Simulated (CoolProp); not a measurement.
A single-stage vapour-compression cycle with ethylene: evaporating at 215.15 K (dew point), condensing at 252.15 K (bubble point), superheat 8 K, subcooling 5 K, compressor efficiency 0.85, no pressure losses. Each further row changes one setting.

The numbers come from the reference Helmholtz-energy equation of state, Smukala 2000 in CoolProp.

```json
[
 {"case": "as stated", "cooling COP": "3.83", "pressure ratio": "3.04", "discharge temperature (K)": "296.7", "refrigerating effect (kJ/kg)": "324", "volumetric capacity (kJ/m³)": "4520"},
 {"case": "evaporating temperature 220.15 K", "cooling COP": "4.63", "pressure ratio": "2.56", "discharge temperature (K)": "290.8", "refrigerating effect (kJ/kg)": "326", "volumetric capacity (kJ/m³)": "5390"},
 {"case": "condensing temperature 247.15 K", "cooling COP": "4.60", "pressure ratio": "2.67", "discharge temperature (K)": "287.4", "refrigerating effect (kJ/kg)": "339", "volumetric capacity (kJ/m³)": "4740"},
 {"case": "subcooling 10 K", "cooling COP": "4.01", "pressure ratio": "3.04", "discharge temperature (K)": "296.7", "refrigerating effect (kJ/kg)": "339", "volumetric capacity (kJ/m³)": "4740"},
 {"case": "superheat 18 K", "cooling COP": "3.77", "pressure ratio": "3.04", "discharge temperature (K)": "308.1", "refrigerating effect (kJ/kg)": "339", "volumetric capacity (kJ/m³)": "4450"},
 {"case": "compressor efficiency 0.75", "cooling COP": "3.38", "pressure ratio": "3.04", "discharge temperature (K)": "302.7", "refrigerating effect (kJ/kg)": "324", "volumetric capacity (kJ/m³)": "4520"}
]
```
